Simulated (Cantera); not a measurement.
An isothermal plug-flow reactor at 500 K and 233 Torr (inlet), inlet velocity 2.9 m/s, active area per volume 5100 1/m; feed H₂ : O₂ : N₂ = 0.013 : 0.09 : 0.79 (molar parts), equivalence ratio 0.072.

Cantera simulation using Deutschmann's 1995 Pt surface mechanism with GRI-Mech 3.0 gas chemistry; the numbers are that mechanism's predictions, not measurements. Catalytic surfaces can have several steady states; this one follows from the mechanism file's or the stated starting coverage. Mass transfer to the wall is taken as infinitely fast.

**Question.** Predict: x(H₂) at z = 0.017 m; x(O₂) at z = 0.017 m; x(H₂O) at z = 0.017 m; θ(free Pt) at the exit; θ(O*) at the exit; θ(OH*) at the exit.

**Answer.** 
```json
{
 "x(H₂) at z = 0.017 m": "7.88e-5",
 "x(O₂) at z = 0.017 m": "0.0942",
 "x(H₂O) at z = 0.017 m": "0.0146",
 "θ(free Pt) at the exit": "0.00123",
 "θ(O*) at the exit": "0.996",
 "θ(OH*) at the exit": "0.00301"
}
```
